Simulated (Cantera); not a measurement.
An isothermal, constant-pressure homogeneous reactor starts with N2O : H2O = 1 : 0.02 (molar parts), at 1425 K and 0.133 bar.

Detailed kinetics in Cantera: GRI-Mech 3.0 (53 species, 325 reactions). GRI-Mech 3.0 was tuned for natural gas; its chemistry of N2O as a main component is partial and can be far from experiment. The temperature is held fixed by assumption; the heat of reaction is taken as removed at once.

x: mole fraction; the columns are a selection and need not sum to one.

```
t (s)       x N2O   x H2O     x H2      x NO       x HO2
--------  -------  ------  -------  --------  ----------
0.000800    0.977  0.0196  1.61e-7  0.000486  (withheld)
0.00176     0.972  0.0195  4.14e-7   0.00105  (withheld)
0.00385     0.962  0.0194  6.11e-7   0.00226  (withheld)
0.00846     0.941  0.0193  5.43e-7   0.00482  (withheld)
0.0186      0.898  0.0190  3.90e-7    0.0102  (withheld)
0.0408      0.811  0.0184  3.27e-7    0.0210  (withheld)
0.0894      0.656  0.0174  3.17e-7    0.0401  (withheld)
0.196       0.429  0.0159  3.48e-7    0.0679  (withheld)
0.431       0.189  0.0144  4.14e-7    0.0962  (withheld)
0.946      0.0413  0.0134  3.79e-7     0.112  (withheld)
2.08      0.00356  0.0132  1.12e-7     0.114  (withheld)
4.56      5.29e-5  0.0131  4.68e-8     0.113     2.94e-8
10.0      3.40e-6  0.0131  4.59e-8     0.113     2.94e-8
```

Task: Some entries are withheld; supply them.

Result: 
- 0.000800, x HO2: 1.31e-5
- 0.00176, x HO2: 1.45e-5
- 0.00385, x HO2: 1.13e-5
- 0.00846, x HO2: 8.11e-6
- 0.0186, x HO2: 5.28e-6
- 0.0408, x HO2: 2.97e-6
- 0.0894, x HO2: 1.42e-6
- 0.196, x HO2: 5.81e-7
- 0.431, x HO2: 1.99e-7
- 0.946, x HO2: 6.46e-8
- 2.08, x HO2: 3.19e-8
